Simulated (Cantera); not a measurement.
A closed system holds: 1 mol Si, 0.64 mol Cl2, 6.5 mol H2, held at 1.20 bar.

These are equilibrium values from Cantera (NASA tables, ideal gas, pure condensed phases), not measurements of a reactor. Candidate condensed phases: Si; 19 gas species. The numbers say what is thermodynamically allowed, not how fast it happens.

**Question.** What share of the Si ends up in condensed phases as a function of T (K), at 800, 875, 950, 1025, 1100, 1175, 1250, 1325, 1400, 1475?

**Answer.** 
```csv
T (K),Si condensed (%),as
800,63.4,Si(s)
875,63.7,Si(s)
950,64.3,Si(s)
1025,65.1,Si(s)
1100,66.3,Si(s)
1175,67.8,Si(s)
1250,69.4,Si(s)
1325,70.7,Si(s)
1400,71.4,Si(s)
1475,71.6,Si(s)
```
